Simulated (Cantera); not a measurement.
Input: 1 mol c-C₄F₈, 0.1 mol HCl, 0.63 mol H₂, held at 44.3 Torr.

Cantera equilibrium calculation (NASA polynomials, part measured and part estimated; ideal gas, pure solids and liquids). Candidate condensed phases: C, C₆H₆, C₇H₈, C₈H₁₈; 135 gas species. Ions and electrons are included (thermal ionisation). The feed counts by its element totals alone. The tables' values for C₂F₄ are old estimates; treat these amounts as uncertain. Gases not in the tables: C₂F₆ and larger saturated fluorocarbons. Kinetics and transport are ignored.

### Question
At 2227 °C, list the 6 most abundant gas species with their mole fractions, and the condensed phases.

### Answer
CF₂ 0.362, HF 0.277, F 0.232, CF₄ 0.0866, Cl 0.0202, CF₃ 0.0139. Condensed: C(graphite).
